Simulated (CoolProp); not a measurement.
The numbers come from the reference Helmholtz-energy equation of state, de Reuck 1993 in CoolProp.

**Question.** Give the vapour pressure (kPa), vapour density (kg/m³), liquid cp (kJ/(kg K)), surface tension (mN/m) of saturated methanol at 449.7, 457.2, 472.1 K.

**Answer.** 
| T (K) | p (kPa) | vapour density (kg/m³) | liquid cp (kJ/(kg K)) | surface tension (mN/m) |
|---|---|---|---|---|
| 449.7 | 2530 | 30.6 | 4.40 | 7.35 |
| 457.2 | 2950 | 36.4 | 4.62 | 6.45 |
| 472.1 | 3950 | 50.9 | 5.22 | 4.62 |

Surface tension comes from a separate correlation (Mulero 2012).
